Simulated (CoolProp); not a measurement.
Vapour-liquid equilibrium of R22 (1) + R123 (2) at 0.00792 MPa; x and y are mole fractions of (1).

Model: multi-fluid Helmholtz-energy mixture model, Kamei 1995 and Younglove 1994; pair parameters Bell 2016, in CoolProp.

```csv
x,"bubble temperature, mixture model (K)","bubble temperature, Raoult's law (K)","y, mixture model","y, Raoult's law"
0.05,231.9,231.5,0.603,0.616
0.125,219.5,219.7,0.852,0.850
0.2,211.9,212.7,0.927,0.922
0.275,206.8,207.9,0.957,0.953
0.35,203.0,204.2,0.973,0.970
0.425,200.2,201.4,0.982,0.979
0.5,198.0,199.0,0.987,0.986
0.575,196.2,197.0,0.991,0.990
0.65,194.6,195.3,0.993,0.993
0.725,193.4,193.8,0.995,0.995
0.8,192.2,192.5,0.997,0.997
0.875,191.2,191.3,0.998,0.998
0.95,190.2,190.2,0.999,0.999
```

The largest gap from Raoult's law is -1.2 K in bubble temperature, at x = 0.35. No azeotrope shows between x = 0.05 and 0.95.

The pair parameters rest on a limited set of measurements; away from them the model extrapolates. The gap from Raoult's law changes sign with composition, which may be real or a fault of the pair parameters; it wasn't checked against measurements.
